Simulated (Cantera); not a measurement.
An isothermal, constant-pressure homogeneous reactor starts with CH4 : CO2 : H2 = 1 : 0.86 : 0.63 (molar parts), at 1875 K and 398 Torr. Integrator tolerance rtol = 1e-08.

Cantera simulation using GRI-Mech 3.0 (53 species, 325 reactions); the numbers are that mechanism's predictions, not measurements.

Problem. What does this change do: temperature 1875 to 1300 K?

Solution. 
```json
[
 {"quantity": "x(CH4) at 50.0 s", "before": "0.00100 (gas-phase equilibrium 0.00100)", "after": "0.288 (gas-phase equilibrium 0.0325)"},
 {"quantity": "x(CO2) at 50.0 s", "before": "4.33e-7 (gas-phase equilibrium 4.36e-7)", "after": "0.183 (gas-phase equilibrium 1.78e-5)"},
 {"quantity": "x(H2) at 50.0 s", "before": "0.587 (gas-phase equilibrium 0.587)", "after": "0.213 (gas-phase equilibrium 0.559)"},
 {"quantity": "x(C2H6) at 50.0 s", "before": "1.88e-8 (gas-phase equilibrium 1.88e-8)", "after": "0.000120 (gas-phase equilibrium 2.58e-6)"},
 {"quantity": "x(H) at 50.0 s", "before": "0.000695 (gas-phase equilibrium 0.000695)", "after": "3.94e-7 (gas-phase equilibrium 1.14e-6)"},
 {"quantity": "x(C2H2) at 50.0 s", "before": "0.0155 (gas-phase equilibrium 0.0155)", "after": "0.0309 (gas-phase equilibrium 0.000206)"}
]
```
